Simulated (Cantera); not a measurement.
An isothermal, constant-pressure homogeneous reactor starts with 37.0 % CH4, 63.0 % H2O, at 2125 K and 500000 Pa.

Computed with Cantera and GRI-Mech 3.0 (53 species, 325 reactions).

One state of this run: x CH4 = 0.000399; x H2O = 0.141; x O2 = 4.72e-9; x H2O2 = 5.92e-11; x C2H6 = 3.46e-9. x: mole fraction; the columns are a selection and need not sum to one.

Question: Which value of t (s) does it belong to?
(A) 0.000286
(B) 0.0194
(C) 0.00476
(D) 0.00117

Answer: B, 0.0194
